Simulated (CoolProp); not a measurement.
Properties of decamethylcyclopentasiloxane (D5) along the isobar 1.26 MPa (Tc = 345.1 °C, pc = 1.078 MPa, ω = 0.631).

Values from CoolProp's reference Helmholtz-energy equation of state, Thol 2019.

```csv
T (°C),phase,Z,speed of sound (m/s),Joule-Thomson coefficient (K/MPa),isothermal compressibility (1/MPa),expansivity (1/kK)
153.65,liquid,0.1609,574.4,-0.2694,0.004222,1.367
181.25,liquid,0.1572,506.4,-0.2117,0.005621,1.491
208.85,liquid,0.1548,440.0,-0.1324,0.007750,1.664
236.45,liquid,0.1538,374.4,-0.01515,0.01123,1.919
264.05,liquid,0.1546,308.4,0.1764,0.01759,2.328
291.65,liquid,0.1583,240.3,0.5439,0.03149,3.084
319.25,liquid,0.1678,166.7,1.497,0.07492,4.958
346.85,supercritical,0.2031,76.68,7.877,0.5327,17.47
```
